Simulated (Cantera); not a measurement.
Standard-state values (1 bar) from the NASA 1993 polynomials, evaluated with Cantera. Values are per mole of reaction as written; species without (g) are pure solids or liquids, kept so even where they would boil at 1 bar.

Between 1050 and 1850 K, where is each reaction favourable under standard conditions?
- 3 Cr2N + 2 Cr2O3 = 10 Cr + 3 NO2(g)


- 3 Cr2N + 2 Cr2O3 = 10 Cr + 3 NO2(g): ΔG° is 2158 kJ at 1050 K and 1747 kJ at 1850 K; it stays positive (K < 1). ΔH° is 2701 kJ and ΔS° 516 J/K at 1850 K.
